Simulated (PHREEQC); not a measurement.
Make-up at 29 °C: 0.18 mol/kgw HF, 0.008 mol/kgw KF and 0.0014 mol/kgw H4SiO4. Closed to the air; pH follows from the charge balance.

Computed with PHREEQC (ion-association model, phreeqc.dat).

```csv
quantity,before,after
pH,1.98,2.14
ionic strength (mol/kgw),0.0214,0.0176
HF (mol/kgw),0.156,0.161
F- (mol/kgw),0.0106,0.00787
HF2- (mol/kgw),0.00654,0.00556
SI of Quartz (SiO2),-9.07,-6.85
```

What was changed between the two runs?
A. H4SiO4 from 0.0014 to 0.0007 mol/kgw
B. temperature from 29 to 65 °C
C. HF from 0.18 to 0.018 mol/kgw
D. HF from 0.18 to 0.036 mol/kgw
E. HF left out

B, temperature from 29 to 65 °C

Precipitation was switched off in this run. Away from 25 °C the constants follow the database's enthalpies or fits; those with neither stay at their 25 °C values. SiF6-2 is the database's only silicon fluoride.
